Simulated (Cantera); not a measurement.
## Iron carbonyl, mercury and lead vapours: PbO + H2

Charge: 1 mol PbO, 0.28 mol H2, held at 230000 Pa.

Equilibrium computed with Cantera from the NASA thermochemical tables; the gas is ideal and each condensed phase is pure. Candidate condensed phases: H2O, Pb, PbO, PbO2, Pb3O4; 12 gas species. Each liquid is taken as pure. Mutual solubility and eutectic melting of coexisting phases are not modelled. Gases not in the tables: (PbO)n polymers. Rates play no part.

```csv
T (K),x H2O,x Pb,x PbO,x H2,x OH,x Pb2,n Pb(l),n PbO(yellow),n PbO(l)
975,1.000,3.99e-6,5.64e-8,0.000134,1.18e-10,8.55e-12,0.280,0.720,0
1025,1.000,1.21e-5,2.98e-7,0.000161,6.05e-10,5.48e-11,0.280,0.720,0
1075,1.000,3.30e-5,1.34e-6,0.000190,2.66e-9,2.94e-10,0.280,0.720,0
1125,1.000,8.23e-5,5.24e-6,0.000223,1.02e-8,1.35e-9,0.280,0.720,0
1175,1.000,0.000189,1.75e-5,0.000268,3.44e-8,5.44e-9,0.280,0,0.720
1225,0.999,0.000406,4.91e-5,0.000343,1.01e-7,1.94e-8,0.280,0,0.720
1275,0.999,0.000820,0.000126,0.000433,2.71e-7,6.27e-8,0.280,0,0.720
1325,0.998,0.00157,0.000300,0.000539,6.76e-7,1.84e-7,0.279,0,0.720
1375,0.996,0.00285,0.000668,0.000662,1.57e-6,5.00e-7,0.279,0,0.720
1425,0.993,0.00498,0.00140,0.000802,3.45e-6,1.26e-6,0.278,0,0.720
1475,0.988,0.00835,0.00277,0.000961,7.14e-6,2.98e-6,0.277,0,0.719
```
x: gas mole fraction; n: condensed amount in mol.

From 975 K to 1125 K the condensed part is Pb(l) + PbO(yellow). From 1175 K to 1475 K the condensed part is Pb(l) + PbO(l).
